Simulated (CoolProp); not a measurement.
A Linde-Hampson liquefier for CF4 (R14): isothermal reversible compression at 300 K from 1 atm to 40 MPa, throttling to 1 atm, return gas leaving the recuperator 0 K below the feed. Each further row changes one setting.

Model: reference Helmholtz-energy equation of state, Platzer 1990, in CoolProp. This equation is an older, rougher fit; its heat capacities, sound speeds and derivatives of the liquid may be far off and weren't checked against measurements.

```tsv
case	liquid yield per pass	compression work (kJ/kg of gas)
as stated	0.295	154
warm-end temperature 330 K	0.235	176
warm-end gap 5 K	0.283	154
```
